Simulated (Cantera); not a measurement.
Input (Python, Cantera):

```python
import numpy as np
import cantera as ct

gas = ct.Solution("h2o2.yaml")
gas.TPX = 575, 23000, {'H2': 1, 'O2': 0.385, 'N2': 1.45}
flame = ct.FreeFlame(gas, width=0.11)
flame.set_refine_criteria(ratio=3, slope=0.08, curve=0.16)
flame.transport_model = "mixture-averaged"
flame.solve(loglevel=0, auto=True)
z, T = flame.grid, flame.T
thick = (T[-1] - T[0]) / np.gradient(T, z).max()
show = ['H2', 'O2', 'O', 'H2O2', 'H', 'OH']
print(f"laminar burning velocity  {flame.velocity[0] * 100:.3f} cm/s")
print(f"burnt temperature         {T[-1]:.1f} K")
print(f"thermal thickness         {thick * 1e3:.4f} mm")
print(f"grid points               {len(z)}")
z0 = z[flame.heat_release_rate.argmax()]
print(f"{'z/mm':>9s}{'T/K':>9s}{'u/(m/s)':>9s}" + "".join(f"{s:>11s}" for s in show))
rows = []
for k in (-3, -2, -1.5, -1, -0.5, -0.25, 0, 0.25, 0.5, 1, 2, 4, 8):
    zz = z0 + k * thick
    rows.append([k * thick, np.interp(zz, z, T), np.interp(zz, z, flame.velocity),
                 *(np.interp(zz, z, flame.X[gas.species_index(s)]) for s in show)])
    print(f"{rows[-1][0] * 1e3:9.3f}{rows[-1][1]:9.1f}{rows[-1][2]:9.3f}" + "".join(f"{x:11.3e}" for x in rows[-1][3:]))
```

Output:

```
laminar burning velocity  664.563 cm/s
burnt temperature         2448.9 K
thermal thickness         3.0610 mm
grid points               135
     z/mm      T/K  u/(m/s)         H2         O2          O       H2O2          H         OH
   -9.183    575.0    6.646  3.527e-01  1.358e-01  1.357e-17  6.875e-17  4.778e-16  5.493e-19
   -6.122    575.0    6.646  3.527e-01  1.358e-01  1.418e-14  2.860e-16  8.402e-13  6.760e-16
   -4.592    575.0    6.646  3.527e-01  1.358e-01  1.376e-12  1.931e-14  1.289e-10  7.983e-14
   -3.061    575.0    6.646  3.527e-01  1.358e-01  5.053e-10  3.096e-11  7.257e-08  7.062e-11
   -1.531    582.5    6.724  3.514e-01  1.357e-01  6.586e-06  8.203e-07  2.484e-04  3.060e-05
   -0.765    724.4    8.258  3.272e-01  1.318e-01  2.424e-04  2.000e-06  9.103e-03  4.134e-04
    0.000   1144.3   12.643  1.872e-01  8.303e-02  6.778e-03  9.347e-07  7.167e-02  3.232e-03
    0.765   1427.0   15.568  8.610e-02  2.325e-02  1.113e-02  9.394e-07  1.065e-01  7.908e-03
    1.531   1544.9   16.730  7.948e-02  1.565e-02  1.089e-02  7.178e-07  9.987e-02  1.004e-02
    3.061   1677.8   18.000  8.363e-02  1.327e-02  1.005e-02  4.462e-07  8.555e-02  1.216e-02
    6.122   1827.4   19.386  8.768e-02  1.089e-02  8.568e-03  2.405e-07  6.964e-02  1.404e-02
   12.244   1983.1   20.782  9.033e-02  8.328e-03  6.629e-03  1.271e-07  5.399e-02  1.509e-02
   24.488   2133.4   22.088  9.149e-02  5.822e-03  4.581e-03  7.227e-08  3.981e-02  1.487e-02
```

Cantera simulation using the H2/O2 subset of GRI-Mech 3.0, which has no nitrogen chemistry; the numbers are that mechanism's predictions, not measurements. Burning velocities carry a grid error of a few per cent, more on coarse grids.
